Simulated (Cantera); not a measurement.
Stirred combustor or abatement burner

A perfectly stirred reactor is fed with 4.23 % CH4, 20.1 % O2, 75.7 % N2, at 2850 Torr; it is adiabatic with a 725 K inlet, and is followed from long to short residence time, starting on the burning branch (τ in s: 0.082, 0.034, 0.014, 0.0056, 0.0023, 0.00094, 0.00039, 0.00016, 6.4e-05, 2.6e-05, 1.1e-05).

Computed with Cantera and GRI-Mech 3.0 (53 species, 325 reactions).

```tsv
τ (s)	T (K)	x CH4	x O2	x CH2	x CO	x C2H4	x C2H2
0.082	1674	1.07e-5	0.117	7.04e-9	0.000133	5.46e-9	2.33e-9
0.034	1672	1.96e-5	0.117	1.63e-8	0.000251	1.42e-8	4.95e-9
0.014	1669	3.56e-5	0.117	3.69e-8	0.000474	3.37e-8	9.36e-9
0.0056	1664	6.64e-5	0.117	8.34e-8	0.000917	7.69e-8	1.64e-8
0.0023	1654	0.000123	0.117	1.78e-7	0.00175	1.64e-7	2.66e-8
0.00094	1636	0.000241	0.118	3.66e-7	0.00344	3.69e-7	4.38e-8
0.00039	1597	0.000552	0.121	7.16e-7	0.00713	1.16e-6	9.63e-8
0.00016	725	0.0423	0.201	<1e-12	<1e-12	<1e-12	<1e-12
6.4e-5	725	0.0423	0.201	<1e-12	<1e-12	<1e-12	<1e-12
2.6e-5	725	0.0423	0.201	<1e-12	<1e-12	<1e-12	<1e-12
1.1e-5	725	0.0423	0.201	<1e-12	<1e-12	<1e-12	<1e-12
```
x: mole fraction; the columns are a selection and need not sum to one.
